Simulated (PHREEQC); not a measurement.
Dissolve 0.029 mol/kgw HF and 0.0031 mol/kgw NH4HF2 at 25 °C. Closed to the air; pH follows from the charge balance.

Computed with PHREEQC (ion-association model, wateq4f.dat).

This is a speciation only: nothing precipitates in the calculation.

Task: Order these F species by the share of F that they hold, largest first: F-, H2F2, HF2-, HF.

Result: HF (71 %), F- (17 %), H2F2 (9.2 %), HF2- (3.2 %)

The pH is 2.51 and the ionic strength 0.00644 mol/kgw. Species that the database lacks are ignored. wateq4f.dat counts part of the HF as a dimer, H2F2, which phreeqc.dat doesn't know; its constant is uncertain.
